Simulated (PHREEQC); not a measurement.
Make-up at 35 °C: 61 mmol/kgw NaH2PO4, 0.51 mmol/kgw KOH and 0.042 mmol/kgw KCl. Closed to the air; pH follows from the charge balance.

Model: ion-association model, phreeqc.dat, run in PHREEQC.

```
Property                       Value
--------------------  --------------
pH                              4.90
ionic strength        0.0621 mol/kgw
specific conductance      5370 µS/cm
density                  0.999 g/cm³
total alkalinity        0.510 meq/kg
```

```csv
species,molality,activity,log γ
Na+,0.0610,0.0493,-0.092
H2PO4-,0.0603,0.0490,-0.090
HPO4-2,0.000595,0.000256,-0.367
K+,0.000552,0.000439,-0.100
H3PO4,0.000100,0.000102,0.006
Cl-,4.20e-5,3.35e-5,-0.099
NaHPO4-,3.02e-5,2.46e-5,-0.090
H+,1.49e-5,1.26e-5,-0.074
KHPO4-,2.69e-7,2.19e-7,-0.090
```

Precipitation was switched off in this run.
